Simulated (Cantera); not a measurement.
Charge: 1 mol Al(CH3)3, 1.3 mol N2, 18 mol H2, at 133 Pa.

Equilibrium computed with Cantera from the NASA thermochemical tables; the gas is ideal and each condensed phase is pure. Candidate condensed phases: Al, AlN, C, C6H6, C7H8, C8H18; 97 gas species. The feed counts by its element totals alone. Kinetics and transport are ignored.

log p: log10 of the partial pressure in bar; n: condensed amount in mol.

| T (°C) | log p H2 | log p H | log p N2 | log p Al | log p CH4 | log p HCN | n AlN(s) | n C(graphite) |
|---|---|---|---|---|---|---|---|---|
| 400 | -2.90 | <-14 | -4.33 | <-14 | -4.61 | -12.29 | 1.00 | 2.58 |
| 600 | -2.89 | -11.78 | -4.34 | <-14 | -6.13 | -9.91 | 1.00 | 2.99 |
| 800 | -2.89 | -9.30 | -4.34 | <-14 | -7.12 | -8.43 | 1.00 | 3.00 |
| 1000 | -2.89 | -7.59 | -4.34 | -12.00 | -7.81 | -7.41 | 1.00 | 3.00 |
| 1200 | -2.89 | (withheld) | -4.34 | (withheld) | (withheld) | (withheld) | 1.000 | 3.00 |
| 1400 | -2.89 | -5.39 | -4.34 | -5.75 | -8.70 | -6.12 | 0.968 | 2.98 |
| 1600 | -2.93 | -4.65 | -4.17 | -4.28 | -9.07 | -5.61 | 0 | 2.94 |
| 1800 | -2.95 | (withheld) | -4.19 | -4.29 | (withheld) | (withheld) | 0 | 2.84 |
| 2000 | -3.02 | -3.59 | -4.24 | -4.32 | -9.69 | -5.05 | 0 | 2.65 |

**Question.** Complete the blanks.

**Answer.** 
- 1800, log p H: -4.06
- 1800, log p CH4: -9.35
- 1800, log p HCN: -5.28
- 1200, log p H: -6.34
- 1200, log p Al: -8.45
- 1200, log p CH4: -8.31
- 1200, log p HCN: -6.68
